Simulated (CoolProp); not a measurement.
Vapour-liquid equilibrium of CHF3 (R23) (1) + propane (2) at -16.35 °C; x and y are mole fractions of (1).

Model: multi-fluid Helmholtz-energy mixture model, Penoncello 2003 and Lemmon 2009; pair parameters Bell 2016, in CoolProp.

```csv
x,bubble pressure (kPa),y at the bubble point,dew pressure at overall composition x (kPa),liquid density (mol/L)
0.05,538.3,0.473,293.5,12.58
0.125,838.8,0.661,319.7,12.73
0.2,1049,0.731,350.8,12.89
0.275,1189,0.766,388.3,13.05
0.35,1281,0.787,434.4,13.21
0.425,1342,0.800,492.4,13.38
0.5,1386,0.811,567.6,13.57
0.575,1422,0.821,669.0,13.79
0.65,1456,0.833,812.4,14.05
0.725,1490,0.848,1027,14.37
0.8,1524,0.869,1340,14.76
0.875,1554,0.901,1531,15.26
0.95,1569,0.951,1569,15.88
```

No azeotrope shows between x = 0.05 and 0.95.

Pair parameters are fitted to limited data, so mixtures are less certain than the pure fluids. With so large a gap from Raoult's law the liquid may split in two, which this calculation doesn't test in full.
